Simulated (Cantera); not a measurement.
An adiabatic, constant-volume homogeneous reactor starts with CH4 : O2 : N2 = 1 : 0.952 : 3.58 (molar parts), at 1725 K and 750 Torr. Integrator tolerance rtol = 1e-08.

Detailed kinetics in Cantera: GRI-Mech 3.0 (53 species, 325 reactions).

```json
[
 {"quantity": "time of steepest temperature rise", "before": "0.201 ms", "after": "0.286 ms"},
 {"quantity": "temperature at 1.00 s", "before": "2827 K", "after": "1671 K"},
 {"quantity": "equilibrium temperature", "before": "2827 K", "after": "1611 K"},
 {"quantity": "x(CH4) at 1.00 s", "before": "2.20e-11 (gas-phase equilibrium 2.46e-11)", "after": "0.0160 (gas-phase equilibrium 0.0129)"},
 {"quantity": "x(O2) at 1.00 s", "before": "0.000140 (gas-phase equilibrium 0.000140)", "after": "<1e-12 (gas-phase equilibrium <1e-12)"},
 {"quantity": "x(O) at 1.00 s", "before": "0.000511 (gas-phase equilibrium 0.000511)", "after": "1.63e-11 (gas-phase equilibrium <1e-12)"},
 {"quantity": "x(NO) at 1.00 s", "before": "0.000816 (gas-phase equilibrium 0.000816)", "after": "6.07e-10 (gas-phase equilibrium <1e-12)"},
 {"quantity": "x(HO2) at 1.00 s", "before": "1.60e-7 (gas-phase equilibrium 1.60e-7)", "after": "<1e-12 (gas-phase equilibrium <1e-12)"},
 {"quantity": "x(CH3) at 1.00 s", "before": "5.69e-11 (gas-phase equilibrium 6.38e-11)", "after": "4.96e-5 (gas-phase equilibrium 2.05e-5)"}
]
```

Q: Name the change that produced these shifts.
A. initial temperature 1725 to 1000 K
B. initial temperature 1725 to 1150 K
C. CH4 1 to 2.7 parts
D. constant pressure in place of constant volume

A: C, CH4 1 to 2.7 parts
